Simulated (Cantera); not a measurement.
A freely propagating, adiabatic, planar premixed flame of CH4 : O2 : N2 = 1 : 2.9 : 13.3 (molar parts), equivalence ratio 0.69, unburnt at 625 K and 0.987 atm; mixture-averaged transport, grid criteria slope 0.08 and curve 0.16, no radiation.

Detailed kinetics in Cantera: GRI-Mech 3.0 (53 species, 325 reactions). Burning velocities carry a grid error of a few per cent, more on coarse grids.

What does this change do: 0.24 parts H2O added?


```
quantity                     before      after
------------------------  ---------  ---------
laminar burning velocity  63.8 cm/s  59.9 cm/s
thermal thickness          0.534 mm   0.560 mm
peak x(HCN)                 2.52e-7    2.35e-7
peak x(CH2)                 1.18e-5    1.10e-5
peak x(C2H6)               0.000459   0.000448
```

What does this change do: CH4 1 to 0.76 parts?


```json
[
 {"quantity": "laminar burning velocity", "before": "63.8 cm/s", "after": "31.4 cm/s"},
 {"quantity": "thermal thickness", "before": "0.534 mm", "after": "0.866 mm"},
 {"quantity": "peak x(HCN)", "before": "2.52e-7", "after": "2.46e-8"},
 {"quantity": "peak x(CH2)", "before": "1.18e-5", "after": "2.62e-6"},
 {"quantity": "peak x(C2H6)", "before": "0.000459", "after": "0.000254"}
]
```
